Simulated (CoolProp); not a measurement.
Normal hydrogen along the isotherm 37.9 K: density (kg/m³) from the reference equation and from simpler models built on Tc = 33.1 K, pc = 12.96 bar, ω = -0.219; each cubic takes its own stable root.

Computed with CoolProp (reference Helmholtz-energy equation of state, Leachman 2009).

```
p (bar)  phase  reference
-------  -----  ---------
0.405      gas     0.2609
0.81       gas     0.5257
1.22       gas     0.7977
1.62       gas      1.067
2.03       gas      1.348
2.43       gas      1.626
2.84       gas      1.915
3.24       gas      2.202
3.65       gas      2.502
4.05       gas      2.799
4.46       gas      3.109
4.86       gas      3.417
5.27       gas      3.739
5.67       gas      4.059
6.08       gas      4.393
6.48       gas      4.726
```

Q: How far does each simpler model (ideal gas, Soave-Redlich-Kwong, Peng-Robinson) lie from the reference over these 16 states: mean and median of the absolute difference, and the worst?

A: 
- ideal gas: mean 6.4 %, median 6.3 %, worst -12.3 % at 37.9 K and 6.48 bar
- Soave-Redlich-Kwong: mean 0.5 %, median 0.5 %, worst +1.0 % at 37.9 K and 6.48 bar
- Peng-Robinson: mean 1.5 %, median 1.5 %, worst +3.0 % at 37.9 K and 6.48 bar
